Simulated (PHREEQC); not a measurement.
Make-up at 25 °C: 59 mmol/kgw NH4Cl, 32 mmol/kgw NaOH and 0.032 mmol/kgw NaCl. Closed to the air; pH follows from the charge balance.

Computed with PHREEQC (ion-association model, wateq4f.dat).

```json
{
  "pH": "9.41",
  "ionic_strength": "0.0591 mol/kgw",
  "total_alkalinity": "32.0 meq/kg"
}
```

```
species  molality  activity   log γ
-------  --------  --------  ------
Cl-        0.0590    0.0473  -0.096
Na+        0.0320    0.0261  -0.090
NH3        0.0320    0.0320   0.000
NH4+       0.0270    0.0219  -0.091
OH-       3.19e-5   2.55e-5  -0.097
```

This is a speciation only: nothing precipitates in the calculation.
